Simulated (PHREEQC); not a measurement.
Consider water at 60 °C with 0.036 mol CdCl2, 0.46 mol Na2SO4 and 0.0046 mol MnSO4 per kg of water. Closed to the air; pH follows from the charge balance.

The numbers come from PHREEQC with the ion-association model, wateq4f.dat.

| quantity | before | after |
|---|---|---|
| pH | 6.23 | 6.31 |
| ionic strength (mol/kgw) | 1.03 | 1.05 |
| HSO4- (mol/kgw) | 7.63e-6 | 3.29e-6 |
| SI of Mirabilite (Na2SO4:10H2O) | -2.47 | -1.16 |

Problem. Which change was made?
A. MnSO4 replaced by Cs2SO4 at the same molality
B. CdCl2 left out
C. CdCl2 from 0.036 to 0.0396 mol/kgw
D. MnSO4 left out
E. temperature from 60 to 30 °C

Solution. E, temperature from 60 to 30 °C

This is a speciation only: nothing precipitates in the calculation. The ionic strength passes 0.7 mol/kgw, the rough limit of the ion-association models, in every such run. At this temperature some constants are extrapolated from 25 °C, and those without enthalpy data are left unchanged.
